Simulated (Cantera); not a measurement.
**Adiabatic ignition**

An adiabatic, constant-volume homogeneous reactor starts with H₂ : O₂ : N₂ = 1 : 0.806 : 3.03 (molar parts), equivalence ratio 0.62, at 1150 K and 2400 Torr.

Model: the H2/O2 subset of GRI-Mech 3.0, which has no nitrogen chemistry, integrated in Cantera. The hydrogen kinetics of GRI-Mech 3.0 are dated; newer H2 mechanisms differ, most at raised pressure.

| t (s) | T (K) | P (bar) | x H₂ | x O₂ | x OH | x O | x H | x HO₂ |
|---|---|---|---|---|---|---|---|---|
| 2.00e-6 | 1150 | 3.20 | 0.207 | 0.167 | 5.93e-10 | 1.22e-9 | 6.43e-9 | 1.04e-8 |
| 8.73e-6 | 1150 | 3.20 | 0.207 | 0.167 | 2.04e-8 | 4.31e-8 | 2.07e-7 | 3.84e-7 |
| 3.81e-5 | 2737 | 6.92 | 0.00669 | 0.0657 | 0.0212 | 0.00516 | 0.00255 | 2.55e-5 |
| 0.000166 | 2759 | 6.96 | 0.00581 | 0.0658 | 0.0202 | 0.00450 | 0.00205 | 2.60e-5 |
| 0.000725 | 2759 | 6.96 | 0.00581 | 0.0658 | 0.0202 | 0.00450 | 0.00205 | 2.60e-5 |
| 0.00316 | 2759 | 6.96 | 0.00581 | 0.0658 | 0.0202 | 0.00450 | 0.00205 | 2.60e-5 |
| 0.0138 | 2759 | 6.96 | 0.00581 | 0.0658 | 0.0202 | 0.00450 | 0.00205 | 2.60e-5 |
| 0.0602 | 2759 | 6.96 | 0.00581 | 0.0658 | 0.0202 | 0.00450 | 0.00205 | 2.60e-5 |
| 0.263 | 2759 | 6.96 | 0.00581 | 0.0658 | 0.0202 | 0.00450 | 0.00205 | 2.60e-5 |
| 1.15 | 2759 | 6.96 | 0.00581 | 0.0658 | 0.0202 | 0.00450 | 0.00205 | 2.60e-5 |
| 5.00 | 2759 | 6.96 | 0.00581 | 0.0658 | 0.0202 | 0.00450 | 0.00205 | 2.60e-5 |
x: mole fraction; the columns are a selection and need not sum to one.

The time of steepest temperature rise is 29.5 µs. The temperature at 5.00 s is 2759 K and the equilibrium temperature comes out as 2759 K. The x(H₂) at 5.00 s is 0.00581 (gas-phase equilibrium 0.00581), the x(O₂) at 5.00 s comes out as 0.0658 (gas-phase equilibrium 0.0658) and the x(OH) at 5.00 s is 0.0202 (gas-phase equilibrium 0.0202).
